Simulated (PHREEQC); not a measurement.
Model water analysis in mg/L, 30 °C, pH 7.63, pe -1:

```json
[
 {"constituent": "Na", "mg/L": "42.9"},
 {"constituent": "K", "mg/L": "25.3"},
 {"constituent": "Ca", "mg/L": "7.84"},
 {"constituent": "Mg", "mg/L": "35.6"},
 {"constituent": "Cl", "mg/L": "37.4"},
 {"constituent": "S(6) as SO4", "mg/L": "99.1"},
 {"constituent": "Alkalinity as HCO3", "mg/L": "158"},
 {"constituent": "Mn(2)", "mg/L": "3.25"},
 {"constituent": "Br", "mg/L": "1.38"}
]
```

Valence states are taken as typed.

Computed with PHREEQC (ion-association model, phreeqc.dat).

### Question
The ionic strength comes out as 0.00781 mol/kgw. What activity coefficients do SO4-2, Na+, HCO3-, Mg+2, CaHCO3+ get?

### Answer
SO4-2 0.69, Na+ 0.91, HCO3- 0.91, Mg+2 0.70, CaHCO3+ 0.91.

No solid was allowed to form. Saturation is exceeded, for instance for Rhodochrosite; the values hold only as long as no solid forms. Complexes and solids missing from the database can't appear.
